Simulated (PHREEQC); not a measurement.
Solution (80 °C): 0.04 mol/kgw KCl and 0.00011 mol/kgw NaHCO3. Closed to the air; pH follows from the charge balance.

Computed with PHREEQC (ion-association model, wateq4f.dat).

```
quantity                  before     after
------------------------  ------  --------
pH                          7.38      7.47
ionic strength (mol/kgw)  0.0401  0.000110
```

Problem. Name the change that produced these shifts.
(A) KCl left out
(B) temperature from 80 to 20 °C
(C) NaHCO3 from 0.00011 to 1.1e-05 mol/kgw
(D) NaHCO3 from 0.00011 to 0.0011 mol/kgw
(E) NaHCO3 left out

Solution. A, KCl left out

No solid was allowed to form. Constants without temperature data keep their 25 °C values here.
